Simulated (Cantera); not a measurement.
Charge: 1 mol SiC, 0.17 mol N2O, 1.2 mol N2, held at 75.0 Torr.

Cantera equilibrium calculation (NASA polynomials, part measured and part estimated; ideal gas, pure solids and liquids). Candidate condensed phases: C, Si, SiC, SiO2, Si2N2O, Si3N4; 34 gas species. Mutual solubility and eutectic melting of coexisting phases are not modelled. The numbers say what is thermodynamically allowed, not how fast it happens.

Which condensed phases are stable at each of these points (T (°C)): 627, 727, 827, 927, 1027, 1127, 1227, 1327, 1427, 1527, 1627, 1727, 1827, 1927?


```tsv
T (°C)	condensed phases	Si condensed (%)
627	C(graphite) + Si2N2O(s) + Si3N4(s)	100.0
727	C(graphite) + Si2N2O(s) + Si3N4(s)	100.0
827	C(graphite) + Si2N2O(s) + Si3N4(s)	100.0
927	C(graphite) + Si2N2O(s) + Si3N4(s)	100.0
1027	C(graphite) + Si2N2O(s) + Si3N4(s)	100.0
1127	C(graphite) + Si2N2O(s) + Si3N4(s)	100.0
1227	C(graphite) + Si2N2O(s) + Si3N4(s)	100.0
1327	C(graphite) + SiC(s) + Si2N2O(s)	100.0
1427	SiC(s) + Si2N2O(s)	99.9
1527	SiC(s) + Si2N2O(s)	99.4
1627	SiC(s) + Si2N2O(s)	96.3
1727	SiC(s)	91.5
1827	SiC(s)	91.4
1927	SiC(s)	91.2
```

From 627 °C to 1227 °C the condensed part is C(graphite) + Si2N2O(s) + Si3N4(s). At 1327 °C the condensed part is C(graphite) + SiC(s) + Si2N2O(s). From 1427 °C to 1627 °C the condensed part is SiC(s) + Si2N2O(s). From 1727 °C to 1927 °C the condensed part is SiC(s).
